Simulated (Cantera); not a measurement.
A closed system holds: 1 mol Si, 0.29 mol O₂, 1.4 mol H₂, at 1802 °C and 58.0 Pa.

Method: chemical equilibrium by Gibbs-energy minimisation in Cantera with the NASA 1993 tables (ideal gas, pure condensed phases). Candidate condensed phases: H₂O, Si, SiO₂; 18 gas species. Gases not in the tables: Si₂H₆ and higher silanes. Equilibrium is a limit: real reactors are often held back by kinetics, nucleation or transport.

Base state: H₂ 0.521, SiO 0.233, Si 0.162, H 0.0799, Si₂ 0.00185, SiH 0.00161, Si₃ 0.000353, SiH₂ 7.71e-5 (mole fractions); condensed: gas only.

**Question.** What changes in the equilibrium state with this change: Si replaced by SiC?

**Answer.** 
| species | before | after |
|---|---|---|
| H₂ | 0.521 | 0.573 |
| CO | 0 | 0.172 |
| H | 0.0799 | 0.0837 |
| SiO | 0.233 | 0.0832 |
| Si | 0.162 | 0.0835 |
| Si₂C | 0 | 0.00310 |
| SiC₂ | 0 | 0.000110 |
| C₂H₂ (acetylene) | 0 | 1.61e-5 |
| Si₃ | 0.000353 | 4.81e-5 |
| SiC(s), mol | 0 | 0.602 |
Further candidate phases: C, C₆H₆, C₇H₈, C₈H₁₈, SiC.

**Question.** What changes in the equilibrium state with this change: O₂ from 0.29 to 0.0038 mol?

**Answer.** 
```tsv
species	before	after
H₂	0.521	0.721
Si	0.162	0.176
H	0.0799	0.0939
SiO	0.233	0.00418
SiH₂	7.71e-5	0.000116
SiH	0.00161	0.00206
Si₃	0.000353	0.000448
Si(l), mol	0	0.659
```
